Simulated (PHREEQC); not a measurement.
Solution A (1.7 mmol/kgw HF, 10 mmol/kgw NaF and 26 mmol/kgw H2SO4) is mixed with solution B (0.0016 mol/kgw KOH, 0.0076 mol/kgw H3BO3 and 0.0013 mol/kgw Na2CO3) at 25 °C; shares are by mass of water, 1 kg in all. Oxygen is held at 0.21 atm. The system is closed to CO2. Solids allowed: Mirabilite, Nahcolite, Natron. Others were left out.

The series has 11 steps of share of solution B, from 0 to 1.

Model: ion-association model, wateq4f.dat, run in PHREEQC.

Q: Between which two steps does the pH jump most, and from what to what?

A: Between share of solution B = 0.9 and 1: from 3.12 to 8.98.

wateq4f.dat counts part of the HF as a dimer, H2F2, which phreeqc.dat doesn't know; its constant is uncertain. Real BF4- forms and hydrolyses slowly; the run takes it at equilibrium.
